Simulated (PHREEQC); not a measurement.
Make-up at 25 °C: 0.026 mol Ba(OH)2 per kg of water. Closed to the air; pH follows from the charge balance.

All values are PHREEQC results (ion-association model, phreeqc.dat), not measurements.

Each row changes one thing in this solution. This is a speciation only: nothing precipitates in the calculation.

```csv
case,pH,ionic strength (mol/kgw),BaOH+ (mol/kgw)
as made,12.59,0.0748,0.00161
Ba(OH)2 replaced by Ba(NO3)2 at the same molality,6.98,0.0780,4.10e-9
Ba(OH)2 replaced by BaCl2 at the same molality,6.98,0.0780,4.10e-9
Ba(OH)2 from 0.026 to 0.0026 mol/kgw,11.67,0.00774,3.07e-5
diluted 100-fold with water,10.70,0.000779,3.98e-7
temperature from 25 to 15 °C,12.93,0.0714,0.00332
```

Complexes and solids missing from the database can't appear.
